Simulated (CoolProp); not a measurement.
A simple Rankine cycle with propylene: condensing at 305.15 K, boiler at 3 MPa, turbine inlet 356.9 K, turbine efficiency 0.75, pump efficiency 0.6, no recuperator. Each further row changes one setting.

Model: reference Helmholtz-energy equation of state, Lemmon 2013, in CoolProp.

```json
[
 {"case": "as stated", "thermal efficiency (%)": "6.4", "net work (kJ/kg)": "23.7", "heat in (kJ/kg)": "371", "turbine exit temperature (K)": "318.4", "volume ratio over the turbine": "2.31"},
 {"case": "turbine inlet 376.9 K", "thermal efficiency (%)": "6.6", "net work (kJ/kg)": "27.9", "heat in (kJ/kg)": "421", "turbine exit temperature (K)": "341.4", "volume ratio over the turbine": "2.24"},
 {"case": "condensing temperature 297.15 K", "thermal efficiency (%)": "7.7", "net work (kJ/kg)": "30.3", "heat in (kJ/kg)": "392", "turbine exit temperature (K)": "310.3", "volume ratio over the turbine": "2.81"},
 {"case": "boiler pressure 2.1 MPa", "thermal efficiency (%)": "3.9", "net work (kJ/kg)": "15.7", "heat in (kJ/kg)": "403", "turbine exit temperature (K)": "338.4", "volume ratio over the turbine": "1.54"},
 {"case": "turbine efficiency 0.65", "thermal efficiency (%)": "5.3", "net work (kJ/kg)": "19.8", "heat in (kJ/kg)": "371", "turbine exit temperature (K)": "320.3", "volume ratio over the turbine": "2.33"}
]
```
